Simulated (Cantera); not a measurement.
A closed system holds: 1 mol Si₂H₆, a varied amount of H₂O, held at 950 K and 7.50 Torr.

These are equilibrium values from Cantera (NASA tables, ideal gas, pure condensed phases), not measurements of a reactor. Candidate condensed phases: H₂O, Si, SiO₂; 18 gas species. The feed counts by its element totals alone. Equilibrium is a limit: real reactors are often held back by kinetics, nucleation or transport.

Problem. Which condensed phases are stable at each of these points (n(H₂O) (mol)): 0.11, 0.18, 0.28, 0.45, 0.71, 1.1, 1.8, 2.8, 4.5, 7.2, 11, 18?

Solution. 
```tsv
n(H₂O) (mol)	condensed phases	Si condensed (%)
0.11	Si(s) + SiO₂(β-quartz)	100.0
0.18	Si(s) + SiO₂(β-quartz)	100.0
0.28	Si(s) + SiO₂(β-quartz)	100.0
0.45	Si(s) + SiO₂(β-quartz)	100.0
0.71	Si(s) + SiO₂(β-quartz)	100.0
1.1	Si(s) + SiO₂(β-quartz)	100.0
1.8	Si(s) + SiO₂(β-quartz)	100.0
2.8	Si(s) + SiO₂(β-quartz)	100.0
4.5	SiO₂(β-quartz)	100.0
7.2	SiO₂(β-quartz)	100.0
11	SiO₂(β-quartz)	100.0
18	SiO₂(β-quartz)	100.0
```

From 0.11 mol H₂O to 2.8 mol H₂O the condensed part is Si(s) + SiO₂(β-quartz). From 4.5 mol H₂O to 18 mol H₂O the condensed part is SiO₂(β-quartz).
